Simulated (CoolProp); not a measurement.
Vapour-liquid equilibrium of CH2F2 (R32) (1) + R236FA (2) at -31.45 °C; x and y are mole fractions of (1).

Computed with CoolProp (multi-fluid Helmholtz-energy mixture model, Tillner-Roth 1997 and Pan 2012; pair parameters Bell 2016).

```tsv
x	bubble pressure (kPa)	y at the bubble point	dew pressure at overall composition x (kPa)	liquid density (mol/L)
0.05	35.85	0.358	25.19	10.41
0.2	72.71	___	29.46	11.44
0.35	___	0.848	35.47	12.66
0.5	144.3	0.908	44.56	14.12
0.65	177.7	0.945	59.89	15.91
0.8	210.9	0.971	91.14	18.15
0.95	245.4	0.993	___	21.04
```

Task: Complete the blanks.

Result: 
- 0.2, y at the bubble point: 0.727
- 0.35, bubble pressure (kPa): 109.3
- 0.95, dew pressure at overall composition x (kPa): 183.7

No azeotrope shows between x = 0.05 and 0.95.

Pair parameters are fitted to limited data, so mixtures are less certain than the pure fluids.
